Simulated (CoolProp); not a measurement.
The numbers come from the reference Helmholtz-energy equation of state, Lemmon 2006 in CoolProp. It is a short technical equation, of lower accuracy than the large ones.

Problem. For acetone, give the phase and the speed of sound (m/s), Joule-Thomson coefficient (K/MPa) at -79.35 °C and 313 kPa.

Solution. 
- -79.35 °C and 313 kPa: liquid; speed of sound 1680, Joule-Thomson coefficient -0.429
